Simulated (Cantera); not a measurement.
A Cantera script and what it prints.

```python
import numpy as np
import cantera as ct

gas_names = """
    H H2 Si SiH SiH2 SiH3 SiH4 Si2 Si3
""".split()
cond_names = """
    Si(cr) Si(L)
""".split()


# ... load() reads the species with a 1 bar reference pressure and builds the phases ...
atoms = {
    'SiH4': {'Si': 1, 'H': 4},
    'H2': {'H': 2},
}
top_T = {}  # K; cautious upper limits of use, not melting points


# ... equilibrate(T, P, feed) seeds the gas with the atoms and calls Mixture.equilibrate('TP', solver="vcs", rtol=1e-11, max_steps=5000) ...
results = []
feed = {'SiH4': 1, 'H2': 250}  # mol
T = 1075  # K
P = 750  # Pa
mix = equilibrate(T, P, feed)
results.append((T, P, feed, dict(zip(mix.species_names, mix.species_moles))))
print(gas.report(threshold=1e-06))
for i in range(1, mix.n_phases):
    print(f"{mix.phase(i).name:16s} {mix.phase_moles(i):12.5e} mol")
```

Result:

```
       temperature   1075 K
          pressure   750 Pa
           density   0.00016916 kg/m^3
  mean mol. weight   2.016 kg/kmol
   phase of matter   gas

                          1 kg             1 kmol
                     ---------------   ---------------
          enthalpy         1.139e+07        2.2962e+07  J
   internal energy        6.9564e+06        1.4024e+07  J
           entropy        1.0373e+05        2.0911e+05  J/K
    Gibbs function       -1.0012e+08       -2.0183e+08  J
 heat capacity c_p             15138             30518  J/K
 heat capacity c_v             11014             22204  J/K

                      mass frac. Y      mole frac. X     chem. pot. / RT
                     ---------------   ---------------   ---------------
                H2                 1                 1           -22.581
     [   +8 minor]        1.5501e-07        1.7391e-07

Si(cr)            9.99999e-01 mol
```

Equilibrium computed with Cantera from the NASA thermochemical tables; the gas is ideal and each condensed phase is pure.
